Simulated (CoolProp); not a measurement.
Model: reference Helmholtz-energy equation of state, Span 1996, in CoolProp.

Question: For carbon dioxide, give the phase and the cp (kJ/(kg K)), speed of sound (m/s), conductivity (mW/(m K)) at 53.05 °C and 101 kPa; 209.85 °C and 101 kPa.

Answer: 
- 53.05 °C and 101 kPa: gas; cp 0.877, speed of sound 280, conductivity 18.8
- 209.85 °C and 101 kPa: gas; cp 1.00, speed of sound 335, conductivity 31.5

Thermal conductivity comes from a separate model (Huber 2016).
